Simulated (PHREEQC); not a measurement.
Make-up at 30 °C: 0.0039 mol HF, 6.6e-05 mol KF and 0.00011 mol H3PO4 per kg of water. Closed to the air; pH follows from the charge balance.

Computed with PHREEQC (ion-association model, phreeqc.dat).

Precipitation was switched off in this run.

Problem. Order these F species by the share of F that they hold, largest first: HF, F-, HF2-.

Solution. HF (67 %), F- (33 %), HF2- (0.69 %)

The pH is 2.89 and the ionic strength 0.00141 mol/kgw. Species that the database lacks are ignored.
